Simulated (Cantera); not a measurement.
## Abatement and gas-phase synthesis: HF + SO₂ + O₂

Feed: 1 mol HF, a varied amount of SO₂, 1.4 mol O₂, equilibrated at 1948.15 K and 170 bar.

Equilibrium computed with Cantera from the NASA thermochemical tables; the gas is ideal and each condensed phase is pure. Candidate condensed phases: H₂O, H₂SO₄, S; 43 gas species. The ideal-gas law is rough above about 30 bar. The tables' values for SOF₂ are old estimates; treat these amounts as uncertain. Equilibrium is a limit: real reactors are often held back by kinetics, nucleation or transport.

| n(SO₂) (mol) | x O₂ | x HF | x SO₂ | x SO₃ | x H₂O |
|---|---|---|---|---|---|
| 0.004 | 0.582 | 0.415 | 0.00149 | 9.66e-5 | 0.000172 |
| 0.0098 | 0.581 | 0.414 | 0.00368 | 0.000239 | 0.000226 |
| 0.024 | 0.578 | 0.412 | 0.00907 | 0.000586 | 0.000317 |
| 0.057 | 0.570 | 0.406 | 0.0214 | 0.00138 | 0.000453 |
| 0.14 | 0.551 | 0.393 | 0.0514 | 0.00324 | 0.000653 |
| 0.33 | 0.511 | 0.366 | 0.114 | 0.00692 | 0.000877 |
| 0.79 | 0.435 | 0.314 | 0.235 | 0.0132 | 0.00103 |
x: gas mole fraction; nothing condenses.

From 0.004 mol SO₂ to 0.79 mol SO₂ nothing is condensed.
